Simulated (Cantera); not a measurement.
An adiabatic, constant-volume homogeneous reactor starts with H₂ : O₂ : N₂ = 1 : 1.47 : 8.68 (molar parts), equivalence ratio 0.34, at 1650 K and 500000 Pa. Integrator tolerance rtol = 1e-08.

Cantera simulation using GRI-Mech 3.0 (53 species, 325 reactions); the numbers are that mechanism's predictions, not measurements. The hydrogen kinetics of GRI-Mech 3.0 are dated; newer H2 mechanisms differ, most at raised pressure.

### Question
What does this change do: initial temperature 1650 to 1625 K?

### Answer
```
quantity                                                              before                                      after
---------------------------------  -----------------------------------------  -----------------------------------------
time of steepest temperature rise                                    2.94 µs                                    3.13 µs
temperature at 8.00 s                                                 2362 K                                     2342 K
equilibrium temperature                                               2362 K                                     2342 K
x(H₂) at 8.00 s                    0.000355 (gas-phase equilibrium 0.000355)  0.000318 (gas-phase equilibrium 0.000318)
x(O₂) at 8.00 s                        0.0839 (gas-phase equilibrium 0.0839)      0.0842 (gas-phase equilibrium 0.0842)
x(H₂O) at 8.00 s                       0.0912 (gas-phase equilibrium 0.0912)      0.0914 (gas-phase equilibrium 0.0914)
x(NO) at 8.00 s                        0.0114 (gas-phase equilibrium 0.0114)      0.0110 (gas-phase equilibrium 0.0110)
x(OH) at 8.00 s                      0.00431 (gas-phase equilibrium 0.00431)    0.00402 (gas-phase equilibrium 0.00402)
```

### Question
What does this change do: pressure from 500000 Pa to 101000 Pa?

### Answer
| quantity | before | after |
|---|---|---|
| time of steepest temperature rise | 2.94 µs | 14.5 µs |
| temperature at 8.00 s | 2362 K | 2343 K |
| equilibrium temperature | 2362 K | 2343 K |
| x(H₂) at 8.00 s | 0.000355 (gas-phase equilibrium 0.000355) | 0.000705 (gas-phase equilibrium 0.000705) |
| x(O₂) at 8.00 s | 0.0839 (gas-phase equilibrium 0.0839) | 0.0835 (gas-phase equilibrium 0.0835) |
| x(H₂O) at 8.00 s | 0.0912 (gas-phase equilibrium 0.0912) | 0.0898 (gas-phase equilibrium 0.0898) |
| x(NO) at 8.00 s | 0.0114 (gas-phase equilibrium 0.0114) | 0.0110 (gas-phase equilibrium 0.0110) |
| x(OH) at 8.00 s | 0.00431 (gas-phase equilibrium 0.00431) | 0.00597 (gas-phase equilibrium 0.00597) |

### Question
What does this change do: O2 1.47 to 2.7 parts?

### Answer
```tsv
quantity	before	after
time of steepest temperature rise	2.94 µs	2.34 µs
temperature at 8.00 s	2362 K	2282 K
equilibrium temperature	2362 K	2282 K
x(H₂) at 8.00 s	0.000355 (gas-phase equilibrium 0.000355)	0.000143 (gas-phase equilibrium 0.000143)
x(O₂) at 8.00 s	0.0839 (gas-phase equilibrium 0.0839)	0.177 (gas-phase equilibrium 0.177)
x(H₂O) at 8.00 s	0.0912 (gas-phase equilibrium 0.0912)	0.0820 (gas-phase equilibrium 0.0820)
x(NO) at 8.00 s	0.0114 (gas-phase equilibrium 0.0114)	0.0133 (gas-phase equilibrium 0.0133)
x(OH) at 8.00 s	0.00431 (gas-phase equilibrium 0.00431)	0.00372 (gas-phase equilibrium 0.00372)
```
